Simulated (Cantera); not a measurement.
Feed: 1 mol C3H6, 1.4 mol CO2, 17 mol N2, at 975 K and 36.0 Pa.

Equilibrium computed with Cantera from the NASA thermochemical tables; the gas is ideal and each condensed phase is pure. Candidate condensed phases: C, C6H6, C7H8, C8H18, H2O; 136 gas species. Rates play no part.

Base state: N2 0.746, H2 0.132, CO 0.123 (mole fractions); condensed: C(graphite).

Problem. What changes in the equilibrium state with this change: temperature from 975 K to 648.15 K?

Solution. 
| species | before | after |
|---|---|---|
| N2 | 0.746 | 0.778 |
| H2 | 0.132 | 0.131 |
| CO | 0.123 | 0.0484 |
| CO2 | 5.21e-6 | 0.0367 |
| H2O | 3.50e-6 | 0.00624 |
| CH4 | 7.83e-7 | 0.000167 |
| C(graphite), mol | 1.60 | 2.54 |

Problem. What changes in the equilibrium state with this change: CO2 from 1.4 to 0.49 mol?

Solution. 
```tsv
species	before	after
N2	0.746	0.810
H2	0.132	0.143
CO	0.123	0.0467
C(graphite), mol	1.60	2.51
```

Problem. What changes in the equilibrium state with this change: temperature from 975 K to 1748.15 K?

Solution. 
| species | before | after |
|---|---|---|
| N2 | 0.746 | 0.743 |
| H2 | 0.132 | 0.128 |
| CO | 0.123 | 0.123 |
| H | 2.19e-8 | 0.00432 |
| HNC | 1.32e-9 | 4.92e-5 |
| C2H2 (acetylene) | <1e-9 | 1.45e-5 |
| C(graphite), mol | 1.60 | 1.56 |
